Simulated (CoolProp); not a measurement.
Toluene along the isobar 22.6 MPa: density (kg/m³) from the reference equation and from simpler models built on Tc = 591.7 K, pc = 4.126 MPa, ω = 0.266; each cubic takes its own stable root.

Values from CoolProp's reference Helmholtz-energy equation of state, Lemmon 2006. It is a short technical equation, of lower accuracy than the large ones.

| T (K) | phase | reference | Redlich-Kwong | Soave-Redlich-Kwong |
|---|---|---|---|---|
| 350.1 | liquid | ? | ? | 754.5 |
| 374.6 | liquid | 814.0 | 724.0 | 738.9 |
| 399.2 | liquid | 792.9 | 707.0 | 722.3 |
| 423.7 | liquid | ? | 689.6 | 704.7 |
| 448.2 | liquid | 749.8 | ? | 686.2 |
| 472.8 | liquid | 727.5 | ? | ? |
| 497.3 | liquid | 704.8 | 633.8 | 645.7 |
| 521.9 | liquid | 681.4 | ? | 623.8 |
| 546.4 | liquid | 657.5 | 594.1 | ? |
| 570.9 | liquid | 632.9 | 573.7 | 577.1 |
| 595.5 | supercritical | 607.6 | 552.9 | 552.3 |
| 620 | supercritical | 581.9 | 532.0 | 526.8 |

Q: Some entries are withheld; supply them.

A: 
- 350.1, reference: 834.8
- 350.1, Redlich-Kwong: 740.3
- 423.7, reference: 771.5
- 448.2, Redlich-Kwong: 671.5
- 472.8, Redlich-Kwong: 652.9
- 472.8, Soave-Redlich-Kwong: 666.4
- 521.9, Redlich-Kwong: 614.1
- 546.4, Soave-Redlich-Kwong: 600.9
